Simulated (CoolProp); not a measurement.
Properties of cyclohexane along the isotherm 620 K.

The numbers come from the reference Helmholtz-energy equation of state, Zhou 2014 in CoolProp.

```json
[
 {"p (kPa)": "64.5", "phase": "gas", "density (kg/m³)": "1.057", "viscosity (µPa s)": "13.6", "fugacity coefficient": "0.9963"},
 {"p (kPa)": "104", "phase": "gas", "density (kg/m³)": "1.708", "viscosity (µPa s)": "13.6", "fugacity coefficient": "0.9940"},
 {"p (kPa)": "168", "phase": "gas", "density (kg/m³)": "2.770", "viscosity (µPa s)": "13.6", "fugacity coefficient": "0.9903"},
 {"p (kPa)": "272", "phase": "gas", "density (kg/m³)": "4.512", "viscosity (µPa s)": "13.6", "fugacity coefficient": "0.9843"},
 {"p (kPa)": "440", "phase": "gas", "density (kg/m³)": "7.374", "viscosity (µPa s)": "[?]", "fugacity coefficient": "[?]"},
 {"p (kPa)": "710", "phase": "gas", "density (kg/m³)": "12.10", "viscosity (µPa s)": "[?]", "fugacity coefficient": "0.9592"},
 {"p (kPa)": "1150", "phase": "gas", "density (kg/m³)": "20.17", "viscosity (µPa s)": "14.0", "fugacity coefficient": "[?]"},
 {"p (kPa)": "1850", "phase": "gas", "density (kg/m³)": "34.10", "viscosity (µPa s)": "14.5", "fugacity coefficient": "0.8952"},
 {"p (kPa)": "2990", "phase": "gas", "density (kg/m³)": "60.50", "viscosity (µPa s)": "15.6", "fugacity coefficient": "0.8330"},
 {"p (kPa)": "4840", "phase": "supercritical", "density (kg/m³)": "119.5", "viscosity (µPa s)": "18.1", "fugacity coefficient": "0.7356"},
 {"p (kPa)": "7820", "phase": "supercritical", "density (kg/m³)": "283.6", "viscosity (µPa s)": "32.4", "fugacity coefficient": "0.5925"},
 {"p (kPa)": "12600", "phase": "supercritical", "density (kg/m³)": "416.1", "viscosity (µPa s)": "61.1", "fugacity coefficient": "0.4566"},
 {"p (kPa)": "20400", "phase": "supercritical", "density (kg/m³)": "486.7", "viscosity (µPa s)": "83.7", "fugacity coefficient": "[?]"}
]
```

### Question
Some entries are withheld; supply them.

### Answer

- 440, viscosity (µPa s): 13.7
- 440, fugacity coefficient: 0.9746
- 710, viscosity (µPa s): 13.8
- 1150, fugacity coefficient: 0.9343
- 20400, fugacity coefficient: 0.3730

Viscosity comes from a separate model (Tariq 2014).
